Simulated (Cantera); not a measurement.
Charge: 1 mol Si2H6, 18 mol O2, 27 mol H2, equilibrated at 1175 °C and 0.650 bar.

Cantera equilibrium calculation (NASA polynomials, part measured and part estimated; ideal gas, pure solids and liquids). Candidate condensed phases: H2O, Si, SiO2; 18 gas species. The feed counts by its element totals alone. The tables hold silica as quartz up to 1696 K and as liquid above; real silica turns to tridymite and cristobalite and melts near 1996 K. Gases not in the tables: Si(OH)4. Rates play no part.

Base state: H2O 0.968, O2 0.0322, OH 0.000106 (mole fractions); condensed: SiO2(β-quartz).

Question: What changes in the equilibrium state with this change: temperature from 1175 °C to 1500 °C?

Answer: 
```json
[
 {"species": "H2O", "before": "0.968", "after": "0.966"},
 {"species": "O2", "before": "0.0322", "after": "0.0321"},
 {"species": "OH", "before": "0.000106", "after": "0.00126"},
 {"species": "H2", "before": "6.17e-6", "after": "0.000279"},
 {"species": "O", "before": "4.35e-7", "after": "2.08e-5"},
 {"species": "SiO2(β-quartz), mol", "before": "2.00", "after": "0"},
 {"species": "SiO2(condensed), mol", "before": "0", "after": "2.00"}
]
```
